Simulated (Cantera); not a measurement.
**NO annealing gas**

A perfectly stirred reactor is fed with 17.2 % NO, 82.8 % N₂, at 0.260 bar; it is held at 2175 K, and followed from long to short residence time.

Cantera simulation using GRI-Mech 3.0 (53 species, 325 reactions); the numbers are that mechanism's predictions, not measurements.

| τ (s) | x NO | x N₂ | x N₂O | x O | x NO₂ |
|---|---|---|---|---|---|
| 1.3 | 0.0544 | 0.886 | 1.46e-6 | 0.00111 | 1.93e-5 |
| 0.70 | 0.0793 | 0.874 | 2.93e-6 | 0.000995 | 2.51e-5 |
| 0.37 | 0.109 | 0.859 | 5.54e-6 | 0.000836 | 2.88e-5 |
| 0.19 | 0.137 | 0.845 | 8.89e-6 | 0.000652 | 2.78e-5 |
| 0.10 | 0.155 | 0.836 | 1.15e-5 | 0.000503 | 2.37e-5 |
| 0.052 | 0.164 | 0.832 | 1.31e-5 | 0.000397 | 1.95e-5 |
| 0.027 | 0.168 | 0.829 | 1.38e-5 | 0.000326 | 1.62e-5 |
| 0.014 | 0.171 | 0.828 | 1.41e-5 | 0.000269 | 1.35e-5 |
| 0.0074 | 0.172 | 0.828 | 1.39e-5 | 0.000213 | 1.08e-5 |
| 0.0038 | 0.172 | 0.828 | 1.33e-5 | 0.000147 | 7.58e-6 |
x: mole fraction; the columns are a selection and need not sum to one.
